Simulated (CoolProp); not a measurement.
Properties of sulfur dioxide at several states.

The numbers come from the reference Helmholtz-energy equation of state, Gao 2016 in CoolProp.

| T (K) | p (kPa) | phase | density (kg/m³) | speed of sound (m/s) | fugacity coefficient |
|---|---|---|---|---|---|
| 440.8 | 13800 | supercritical | [?] | 345.4 | [?] |
| 218 | 1310 | liquid | [?] | [?] | 0.006375 |
| 269.7 | 24100 | liquid | [?] | [?] | [?] |

Q: Some entries are withheld; supply them.

A: 
- 440.8, density (kg/m³): 857.0
- 440.8, fugacity coefficient: 0.4695
- 218, density (kg/m³): 1578
- 218, speed of sound (m/s): 1220
- 269.7, density (kg/m³): 1480
- 269.7, speed of sound (m/s): 1101
- 269.7, fugacity coefficient: 0.008637
